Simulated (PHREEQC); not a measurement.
Dissolve 0.02 mol CuSO4, 0.00083 mol HCl and 0.11 mol NaCl per kg of water at 76 °C. Closed to the air; pH follows from the charge balance.

Computed with PHREEQC (ion-association model, phreeqc.dat).

This is a speciation only: nothing precipitates in the calculation.

**Question.** Order these Cl species by the share of Cl that they hold, largest first: CuCl+, Cl-, CuCl2.

**Answer.** Cl- (93 %), CuCl+ (6.4 %), CuCl2 (0.55 %)

**Question.** Order these Cu species by the share of Cu that they hold, largest first: Cu+2, CuCl+, CuSO4, CuCl2.

**Answer.** Cu+2 (48 %), CuCl+ (35 %), CuSO4 (16 %), CuCl2 (1.5 %)

The pH is 3.58 and the ionic strength 0.157 mol/kgw. Complexes and solids missing from the database can't appear. At this temperature some constants are extrapolated from 25 °C, and those without enthalpy data are left unchanged.
